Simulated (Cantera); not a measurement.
Charge: 1 mol Si, 0.46 mol H2O, 180 mol N2, held at 1473 K and 113 Torr.

Method: chemical equilibrium by Gibbs-energy minimisation in Cantera with the NASA 1993 tables (ideal gas, pure condensed phases). Candidate condensed phases: H2O, Si, SiO2, Si2N2O, Si3N4; 35 gas species. N2 is the only nitrogen source here; it is nearly inert below about 1500 K, so the nitride shown seldom forms there in practice. Mutual solubility and eutectic melting of coexisting phases are not modelled. Rates play no part.

Base state: N2 0.997, H2 0.00256 (mole fractions); condensed: Si2N2O(s) + Si3N4(s).

What changes in the equilibrium state with this change: pressure from 113 Torr to 0.00555 Torr?


| species | before | after |
|---|---|---|
| N2 | 0.997 | 0.994 |
| SiO | 1.68e-7 | 0.00254 |
| H2 | 0.00256 | 0.00243 |
| Si | <1e-9 | 0.000740 |
| H | 1.65e-6 | 0.000229 |
| Si2N2O(s), mol | 0.460 | 0 |
| Si3N4(s), mol | 0.0267 | 0 |
| Si(s), mol | 0 | 0.404 |

What changes in the equilibrium state with this change: temperature from 1473 K to 2273 K?


```
species          before     after
--------------  -------  --------
N2                0.997     0.992
Si                <1e-9   0.00259
SiO             1.68e-7   0.00253
SiN               <1e-9  0.000147
Si2N              <1e-9   8.13e-5
Si2N2O(s), mol    0.460         0
Si3N4(s), mol    0.0267         0
```
The tables' values for SiN are old estimates; treat these amounts as uncertain.

What changes in the equilibrium state with this change: H2O from 0.46 to 0.017 mol?


```
species          before    after
--------------  -------  -------
N2                0.997    1.000
H2              0.00256  9.46e-5
Si2N2O(s), mol    0.460   0.0170
Si3N4(s), mol    0.0267    0.322
```
